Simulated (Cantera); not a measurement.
**Silicon oxide and oxynitride deposition: Si2H6 + NO + N2**

Feed: 1 mol Si2H6, 18 mol NO, a varied amount of N2, equilibrated at 1550 K and 99000 Pa.

Equilibrium computed with Cantera from the NASA thermochemical tables; the gas is ideal and each condensed phase is pure. Candidate condensed phases: H2O, Si, SiO2, Si2N2O, Si3N4; 35 gas species. The feed counts by its element totals alone. The tables hold silica as quartz up to 1696 K and as liquid above; real silica turns to tridymite and cristobalite and melts near 1996 K. Gases not in the tables: Si(OH)4. Equilibrium is a limit: real reactors are often held back by kinetics, nucleation or transport.

From 19 mol N2 to 200 mol N2 the condensed part is SiO2(β-quartz).

```json
[
 {"n(N2) (mol)": "19", "log p N2": "-0.12", "log p O2": "-0.83", "log p H2O": "-1.09", "log p NO": "-2.89", "log p OH": "-4.01", "log p NO2": "-5.30", "n SiO2(β-quartz)": "2.00"},
 {"n(N2) (mol)": "34", "log p N2": "-0.08", "log p O2": "-0.98", "log p H2O": "-1.24", "log p NO": "-2.95", "log p OH": "-4.12", "log p NO2": "-5.43", "n SiO2(β-quartz)": "2.00"},
 {"n(N2) (mol)": "48", "log p N2": "-0.06", "log p O2": "-1.08", "log p H2O": "-1.34", "log p NO": "-2.99", "log p OH": "-4.20", "log p NO2": "-5.53", "n SiO2(β-quartz)": "2.00"},
 {"n(N2) (mol)": "63", "log p N2": "-0.05", "log p O2": "-1.17", "log p H2O": "-1.43", "log p NO": "-3.03", "log p OH": "-4.26", "log p NO2": "-5.61", "n SiO2(β-quartz)": "2.00"},
 {"n(N2) (mol)": "78", "log p N2": "-0.05", "log p O2": "-1.25", "log p H2O": "-1.51", "log p NO": "-3.07", "log p OH": "-4.32", "log p NO2": "-5.68", "n SiO2(β-quartz)": "2.00"},
 {"n(N2) (mol)": "92", "log p N2": "-0.04", "log p O2": "-1.31", "log p H2O": "-1.57", "log p NO": "-3.09", "log p OH": "-4.36", "log p NO2": "-5.74", "n SiO2(β-quartz)": "2.00"},
 {"n(N2) (mol)": "110", "log p N2": "-0.03", "log p O2": "-1.37", "log p H2O": "-1.63", "log p NO": "-3.12", "log p OH": "-4.41", "log p NO2": "-5.80", "n SiO2(β-quartz)": "2.00"},
 {"n(N2) (mol)": "120", "log p N2": "-0.03", "log p O2": "-1.41", "log p H2O": "-1.67", "log p NO": "-3.14", "log p OH": "-4.44", "log p NO2": "-5.84", "n SiO2(β-quartz)": "2.00"},
 {"n(N2) (mol)": "140", "log p N2": "-0.03", "log p O2": "-1.47", "log p H2O": "-1.72", "log p NO": "-3.17", "log p OH": "-4.48", "log p NO2": "-5.89", "n SiO2(β-quartz)": "2.00"},
 {"n(N2) (mol)": "150", "log p N2": "-0.03", "log p O2": "-1.49", "log p H2O": "-1.75", "log p NO": "-3.18", "log p OH": "-4.50", "log p NO2": "-5.92", "n SiO2(β-quartz)": "2.00"},
 {"n(N2) (mol)": "170", "log p N2": "-0.02", "log p O2": "-1.54", "log p H2O": "-1.80", "log p NO": "-3.20", "log p OH": "-4.54", "log p NO2": "-5.97", "n SiO2(β-quartz)": "2.00"},
 {"n(N2) (mol)": "180", "log p N2": "-0.02", "log p O2": "-1.56", "log p H2O": "-1.82", "log p NO": "-3.21", "log p OH": "-4.56", "log p NO2": "-5.99", "n SiO2(β-quartz)": "2.00"},
 {"n(N2) (mol)": "200", "log p N2": "-0.02", "log p O2": "-1.61", "log p H2O": "-1.87", "log p NO": "-3.23", "log p OH": "-4.59", "log p NO2": "-6.03", "n SiO2(β-quartz)": "2.00"}
]
```
log p: log10 of the partial pressure in bar; n: condensed amount in mol.
